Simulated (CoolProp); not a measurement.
Nitrous oxide along the isotherm 377.5 K: Z from the reference equation and from simpler models built on Tc = 309.5 K, pc = 7.245 MPa, ω = 0.161; each cubic takes its own stable root.

Computed with CoolProp (reference Helmholtz-energy equation of state, Lemmon 2006). It is a short technical equation, of lower accuracy than the large ones.

```tsv
p (MPa)	phase	reference
0.679	gas	0.9830
1.36	gas	0.9657
2.04	gas	0.9483
2.72	gas	0.9307
3.4	gas	0.9129
4.08	gas	0.8948
4.75	gas	0.8768
5.43	gas	0.8583
6.11	gas	0.8396
6.79	gas	0.8207
7.47	supercritical	0.8017
8.15	supercritical	0.7825
8.83	supercritical	0.7633
9.51	supercritical	0.7441
10.2	supercritical	0.7247
10.9	supercritical	0.7053
```

### Question
How far does each simpler model (Pitzer virial, van der Waals, Redlich-Kwong, Soave-Redlich-Kwong, Peng-Robinson) lie from the reference over these 16 states: mean and median of the absolute difference, and the worst?

### Answer
- Pitzer virial: mean 1.7 %, median 1.4 %, worst +4.4 % at 377.5 K and 10.9 MPa
- van der Waals: mean 2.1 %, median 1.3 %, worst -6.8 % at 377.5 K and 10.9 MPa
- Redlich-Kwong: mean 0.9 %, median 0.9 %, worst -1.8 % at 377.5 K and 10.9 MPa
- Soave-Redlich-Kwong: mean 1.3 %, median 0.9 %, worst +3.6 % at 377.5 K and 10.9 MPa
- Peng-Robinson: mean 1.3 %, median 1.4 %, worst -1.8 % at 377.5 K and 7.47 MPa
